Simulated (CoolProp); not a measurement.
Vapour-liquid equilibrium of R114 (1) + n-heptane (2) at 25.65 °C; x and y are mole fractions of (1).

Model: multi-fluid Helmholtz-energy mixture model, Platzer 1990 and Span 2003; pair parameters Bell 2016, in CoolProp. This equation is an older, rougher fit; its heat capacities, sound speeds and derivatives of the liquid may be far off and weren't checked against measurements.

| x | bubble pressure, mixture model (MPa) | bubble pressure, Raoult's law (MPa) | y, mixture model | y, Raoult's law |
|---|---|---|---|---|
| 0.05 | 0.02384 | 0.01692 | 0.746 | 0.647 |
| 0.15 | 0.05619 | 0.03819 | 0.901 | 0.860 |
| 0.25 | 0.08407 | 0.05945 | 0.939 | 0.921 |
| 0.35 | 0.1074 | 0.08071 | 0.956 | 0.949 |
| 0.45 | 0.1269 | 0.1020 | 0.967 | 0.966 |
| 0.55 | 0.1437 | 0.1232 | 0.974 | 0.977 |
| 0.65 | 0.1590 | 0.1445 | 0.979 | 0.985 |
| 0.75 | 0.1740 | 0.1658 | 0.985 | 0.991 |
| 0.85 | 0.1901 | 0.1870 | 0.990 | 0.995 |
| 0.95 | 0.2085 | 0.2083 | 0.996 | 0.998 |

The largest gap from Raoult's law is +47.1 % in bubble pressure, at x = 0.15. No azeotrope shows between x = 0.05 and 0.95.

Pair parameters are fitted to limited data, so mixtures are less certain than the pure fluids.
